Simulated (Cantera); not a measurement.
A perfectly stirred reactor is fed with NO : N2 = 1 : 2.4 (molar parts), at 0.860 bar; it is held at 1900 K, and followed from long to short residence time.

Model: GRI-Mech 3.0 (53 species, 325 reactions), integrated in Cantera.

Task: Predict: x(NO) at τ = 5.90 s; x(O2) at τ = 5.90 s; x(N2O) at τ = 5.90 s; x(NO2) at τ = 5.90 s; x(O) at τ = 5.90 s; x(NO) at τ = 59.0 ms; x(O2) at τ = 59.0 ms; x(N2O) at τ = 59.0 ms; x(NO2) at τ = 59.0 ms; x(O) at τ = 59.0 ms.

Result: 
```json
{
 "x(NO) at τ = 5.90 s": "0.120",
 "x(O2) at τ = 5.90 s": "0.0870",
 "x(N2O) at τ = 5.90 s": "6.27e-6",
 "x(NO2) at τ = 5.90 s": "0.000148",
 "x(O) at τ = 5.90 s": "9.67e-5",
 "x(NO) at τ = 59.0 ms": "0.289",
 "x(O2) at τ = 59.0 ms": "0.00255",
 "x(N2O) at τ = 59.0 ms": "3.67e-5",
 "x(NO2) at τ = 59.0 ms": "9.52e-5",
 "x(O) at τ = 59.0 ms": "2.74e-5"
}
```
